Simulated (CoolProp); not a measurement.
Model: reference Helmholtz-energy equation of state, Schmidt 1985, in CoolProp. Above 300 K oxygen's equation is extrapolated.

Problem. For oxygen, give the phase and the speed of sound (m/s), Joule-Thomson coefficient (K/MPa) at 357.3 K and 3.53 MPa.

Solution. 
- 357.3 K and 3.53 MPa: gas; speed of sound 363, Joule-Thomson coefficient 1.71
